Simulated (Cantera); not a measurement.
Fluorocarbon and chlorocarbon gases: CHF3

A closed system holds: 1 mol CHF3, at 3473.15 K.

Equilibrium computed with Cantera from the NASA thermochemical tables; the gas is ideal and each condensed phase is pure. Candidate condensed phases: C, C6H6, C7H8, C8H18; 95 gas species. Kinetics and transport are ignored.

```tsv
P (Pa)	x F	x HF	x H	x C	x CF2	x CF	x C3	x C2	n C(graphite)
1	0.600	0.000299	0.200	0.200	2.33e-9	0.000130	1.27e-6	0.000174	0
10	0.599	0.00296	0.198	0.196	2.29e-7	0.00128	0.000120	0.00168	0
100	0.599	0.0276	0.185	0.160	1.87e-5	0.0104	0.00652	0.0112	0
1000	0.582	0.152	0.105	0.0628	0.000690	0.0397	0.0395	0.0172	0
10000	0.518	0.281	0.0217	0.0150	0.0131	0.0846	0.0540	0.00986	0
100000	0.385	0.358	0.00373	0.00246	0.118	0.103	0.0237	0.00264	0.142
```
x: gas mole fraction; n: condensed amount in mol.

From 1.00e-5 bar to 0.100 bar nothing is condensed. At 1.00 bar the condensed part is C(graphite). The main C-bearing gas is C at 1.00e-5 bar and CF2 at 1.00 bar.
